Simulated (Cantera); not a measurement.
A freely propagating, adiabatic, planar premixed flame of CH3OH : O2 : N2 = 1 : 1.97 : 6.51 (molar parts), unburnt at 375 K and 0.130 bar; mixture-averaged transport, grid criteria slope 0.08 and curve 0.16, no radiation.

Computed with Cantera and GRI-Mech 3.0 (53 species, 325 reactions). GRI-Mech 3.0 was tuned for natural gas; its chemistry of methanol as a main component is partial and can be far from experiment. Burning velocities carry a grid error of a few per cent, more on coarse grids.

x: mole fraction of selected species; z is measured from the peak of heat release.

| z (mm) | T (K) | u (m/s) | x CH3OH | x O2 | x CH2CO | x O | x CH2O | x CH3 |
|---|---|---|---|---|---|---|---|---|
| -6.43 | 375 | 0.655 | 0.105 | 0.208 | <1e-8 | <1e-8 | 1.98e-7 | <1e-8 |
| -4.29 | 377 | 0.661 | 0.105 | 0.207 | <1e-8 | <1e-8 | 4.76e-6 | <1e-8 |
| -3.22 | 387 | 0.680 | 0.105 | 0.206 | <1e-8 | <1e-8 | 3.46e-5 | <1e-8 |
| -2.14 | 458 | 0.812 | 0.101 | 0.199 | … | <1e-8 | 0.000401 | <1e-8 |
| -1.07 | 838 | 1.53 | 0.0740 | 0.167 | … | 1.22e-7 | 0.00382 | 2.35e-7 |
| -0.536 | 1221 | 2.28 | 0.0392 | 0.133 | … | 1.39e-5 | 0.00779 | 1.00e-5 |
| 0 | 1598 | 3.06 | 0.00515 | 0.0973 | … | 0.000808 | 0.00433 | 8.30e-5 |
| 0.536 | 1702 | 3.27 | 4.92e-5 | 0.0766 | … | 0.00432 | 0.000130 | 9.98e-6 |
| 1.07 | 1725 | 3.30 | 1.67e-7 | 0.0669 | … | 0.00643 | 9.20e-7 | 2.14e-7 |
| 2.14 | 1758 | 3.34 | <1e-8 | 0.0602 | <1e-8 | 0.00743 | <1e-8 | <1e-8 |
| 4.29 | 1800 | 3.40 | <1e-8 | 0.0569 | <1e-8 | 0.00723 | <1e-8 | <1e-8 |
| 8.58 | 1855 | 3.49 | <1e-8 | 0.0550 | <1e-8 | 0.00620 | <1e-8 | <1e-8 |
| 17.2 | 1924 | 3.60 | <1e-8 | 0.0531 | <1e-8 | 0.00473 | <1e-8 | <1e-8 |

Task: Fill in the missing entries.

Result: 
- -2.14, x CH2CO: 2.99e-8
- -1.07, x CH2CO: 4.06e-7
- -0.536, x CH2CO: 1.08e-6
- 0, x CH2CO: 1.94e-6
- 0.536, x CH2CO: 3.47e-7
- 1.07, x CH2CO: 2.03e-8
